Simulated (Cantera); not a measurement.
A perfectly stirred reactor is fed with 4.37 % H2, 59.0 % O2, 36.6 % N2, equivalence ratio 0.037, at 100000 Pa; it is held at 1275 K, and followed from long to short residence time.

Detailed kinetics in Cantera: GRI-Mech 3.0 (53 species, 325 reactions). The temperature is held fixed by assumption; the heat of reaction is taken as removed at once.

One state of this run: x H2 = 5.93e-5; x O2 = 0.581; x H = 3.30e-7; x NO = 2.82e-7; x H2O = 0.0445; x NO2 = 9.75e-9; x OH = 0.000116. x: mole fraction; the columns are a selection and need not sum to one.

**Question.** Which value of τ (s) does it belong to?
A) 0.52
B) 0.24
C) 0.050
D) 0.010

**Answer.** B, 0.24
